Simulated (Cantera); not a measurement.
A closed system holds: 1 mol PbO, 0.78 mol CO, 10 mol N₂, equilibrated at 1775 °C and 25.5 Torr.

These are equilibrium values from Cantera (NASA tables, ideal gas, pure condensed phases), not measurements of a reactor. Candidate condensed phases: C, Pb, PbO, PbO₂, Pb₃O₄; 27 gas species. Gases not in the tables: (PbO)n polymers. Equilibrium is a limit: real reactors are often held back by kinetics, nucleation or transport.

Base state: N₂ 0.842, Pb 0.0712, CO₂ 0.0577, PbO 0.0131, CO 0.00805, O₂ 0.00579, NO 0.00150, O 0.000396 (mole fractions); condensed: gas only.

What changes in the equilibrium state with this change: temperature from 1775 °C to 1050 °C?


```tsv
species	before	after
N₂	0.842	0.849
CO₂	0.0577	0.0662
Pb	0.0712	0.0662
CO	0.00805	4.42e-5
PbO	0.0131	0.0187
O	0.000396	2.83e-9
O₂	0.00579	3.83e-6
NO	0.00150	2.04e-6
```
